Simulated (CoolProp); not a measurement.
Values from CoolProp's reference Helmholtz-energy equation of state, Lemmon 2003. It is a pseudo-pure fit of the blend.

Question: For R404A, give the phase and the Joule-Thomson coefficient (K/MPa), conductivity (mW/(m K)), Prandtl number at 427.8 K and 51.3 kPa.

Answer: 
- 427.8 K and 51.3 kPa: gas; Joule-Thomson coefficient 5.72, conductivity 22.9, Prandtl number 0.811

Viscosity comes from a separate model (Geller 2000). Thermal conductivity comes from a separate model (Geller 2001).
